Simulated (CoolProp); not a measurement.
Vapour-liquid equilibrium of ethane (1) + propane (2) at 0.509 bar; x and y are mole fractions of (1).

Model: multi-fluid Helmholtz-energy mixture model, Bücker 2006 and Lemmon 2009; pair parameters Kunz 2012, in CoolProp.

| x | bubble temperature (°C) | y at the bubble point | dew temperature at overall composition x (°C) | liquid density (mol/L) |
|---|---|---|---|---|
| 0.05 | -62.8 | 0.308 | -57.5 | 13.85 |
| 0.15 | -71.9 | 0.629 | -59.4 | 14.39 |
| 0.25 | -78.3 | 0.780 | -61.5 | 14.89 |
| 0.35 | -83.3 | 0.862 | -63.7 | 15.37 |
| 0.45 | -87.2 | 0.912 | -66.3 | 15.84 |
| 0.55 | -90.5 | 0.944 | -69.2 | 16.32 |
| 0.65 | -93.3 | 0.965 | -72.6 | 16.80 |
| 0.75 | -95.7 | 0.980 | -76.9 | 17.29 |
| 0.85 | -97.8 | 0.990 | -82.4 | 17.79 |
| 0.95 | -99.6 | 0.997 | -91.3 | 18.31 |

No azeotrope shows between x = 0.05 and 0.95.

Pair parameters are fitted to limited data, so mixtures are less certain than the pure fluids.
